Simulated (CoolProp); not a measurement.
n-perfluorobutane at 323.01 K and 1.38 MPa is throttled through a valve to 0.228 MPa with no heat exchange. Each further row changes one setting.

Values from CoolProp's reference Helmholtz-energy equation of state, Gao 2022.

```
case                        temperature change (K)                       final phase  final density (kg/m³)
--------------------------  ----------------------  --------------------------------  ---------------------
as stated                                    -29.7  two-phase, vapour fraction 0.385                   61.8
outlet pressure 0.0684 MPa                   -61.3  two-phase, vapour fraction 0.693                   11.2
outlet pressure 0.296 MPa                    -21.6  two-phase, vapour fraction 0.292                    102
```
